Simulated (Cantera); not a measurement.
# Diamond growth

A diamond (100) surface in a fixed gas of H2 with x(CH4) = 0.01, x(H) = 0.016, x(CH3) = 1.8e-05, at 1198 K; coverages are run to steady state.

Computed with Cantera and the Harris–Goodwin 1993 mechanism for the reconstructed diamond (100) surface.

```csv
P (Pa),growth (µm/h),θ c6HH,θ c6H*,θ c6*H,θ c6**,θ c6HM
460,0.0149,0.440,0.0382,0.491,0.0304,3.04e-5
770,0.0331,0.440,0.0383,0.491,0.0304,4.76e-5
1300,0.0758,0.440,0.0383,0.491,0.0304,7.23e-5
2100,0.160,0.440,0.0383,0.491,0.0304,0.000101
3500,0.345,0.440,0.0383,0.491,0.0304,0.000137
5800,0.703,0.440,0.0384,0.491,0.0304,0.000174
9700,1.38,0.440,0.0386,0.491,0.0305,0.000208
16000,2.55,0.440,0.0388,0.491,0.0305,0.000236
```
θ: site fractions in the mechanism's names (c6HH fully hydrogenated, c6H* and c6*H radical sites, c6** diradical, c6HM methylated).
